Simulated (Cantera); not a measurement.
A freely propagating, adiabatic, planar premixed flame of 33.5 % H2, 14.0 % O2, 52.6 % N2, unburnt at 450 K and 1.50 bar; unity-Lewis-number transport, grid criteria slope 0.08 and curve 0.16, no radiation.

Cantera simulation using the H2/O2 subset of GRI-Mech 3.0, which has no nitrogen chemistry; the numbers are that mechanism's predictions, not measurements. Unity Lewis numbers drop preferential diffusion, which matters most where H2 and H carry the flame. Burning velocities carry a grid error of a few per cent, more on coarse grids.

Task: Predict: laminar burning velocity; thermal thickness; peak x(H); peak x(OH); peak x(HO2); peak x(H2O2).

Result: 
- laminar burning velocity = 340 cm/s
- thermal thickness = 0.201 mm
- peak x(H) = 0.0659
- peak x(OH) = 0.0147
- peak x(HO2) = 0.000384
- peak x(H2O2) = 2.10e-5
